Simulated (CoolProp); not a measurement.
20 sccm (0 °C, 1 atm) of nitrogen bubbles through liquid isohexane at 305.7 K and leaves saturated at a total pressure of 0.15 MPa (ideal gas phase). Each further row changes one setting.

Values from CoolProp's reference Helmholtz-energy equation of state, Lemmon 2006. It is a short technical equation, of lower accuracy than the large ones.

```csv
case,vapour pressure (kPa),mole fraction of vapour,delivery (mg/min),delivery (sccm),change of delivery for a bath 1 K warmer (%)
as stated,38.2,0.255,26.3,6.84,5.4
bath temperature 310.7 K,46.3,0.309,34.3,8.93,5.6
total pressure 0.3 MPa,38.2,0.127,11.2,2.92,4.6
```
